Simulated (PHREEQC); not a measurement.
Dissolve 36 mmol/kgw KHCO3 and 130 mmol/kgw Na2CO3 at 25 °C. Closed to the air; pH follows from the charge balance.

Equilibrium calculation in PHREEQC: ion-association model, phreeqc.dat.

Each row changes one thing in this solution. No solid was allowed to form.

```tsv
case	pH	ionic strength (mol/kgw)	CO3-2 (mol/kgw)	HCO3- (mol/kgw)	CO2 (mol/kgw)
as made	10.19	0.295	0.0655	0.0344	3.42e-6
diluted 10-fold with water	10.52	0.0375	0.0103	0.00397	2.25e-7
Na2CO3 left out	___	0.0364	0.000424	___	0.000426
diluted 100-fold with water	10.42	___	0.000977	___	5.13e-8
Na2CO3 replaced by Na2SO4 at the same molality	7.87	0.360	0.000315	0.0327	0.000657
temperature from 25 to 45 °C	9.84	___	0.0399	0.0349	6.83e-6
```

Question: Complete the blanks.

Answer: 
- Na2CO3 left out, pH: 8.19
- Na2CO3 left out, HCO3- (mol/kgw): 0.0352
- diluted 100-fold with water, ionic strength (mol/kgw): 0.00390
- diluted 100-fold with water, HCO3- (mol/kgw): 0.000646
- temperature from 25 to 45 °C, ionic strength (mol/kgw): 0.245

Constants without temperature data keep their 25 °C values here.
